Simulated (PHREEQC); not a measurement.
# Buffer

A solution holds 0.0033 mol NH4Cl, 0.00098 mol NaOH and 0.00019 mol LiCl per kg of water, at 52 °C. Closed to the air; pH follows from the charge balance.

Equilibrium calculation in PHREEQC: ion-association model, wateq4f.dat.

Each row changes one thing in this solution. No solid was allowed to form.

```tsv
case	pH	ionic strength (mol/kgw)	NH4+ (mol/kgw)	NH3 (mol/kgw)	SI of Halite (NaCl)
as made	8.14	0.00350	0.00233	0.000971	-7.16
temperature from 52 to 25 °C	8.89	0.00350	0.00233	0.000972	-7.10
0.0028 mol/kgw NH3 added	8.72	0.00352	0.00235	0.00375	-7.16
LiCl replaced by MgCl2 at the same molality	8.14	0.00388	0.00233	0.000971	-7.14
diluted 100-fold with water	7.82	3.89e-5	2.72e-5	5.83e-6	-11.11
diluted 5-fold with water	8.10	0.000706	0.000472	0.000188	-8.53
```

At this temperature some constants are extrapolated from 25 °C, and those without enthalpy data are left unchanged.
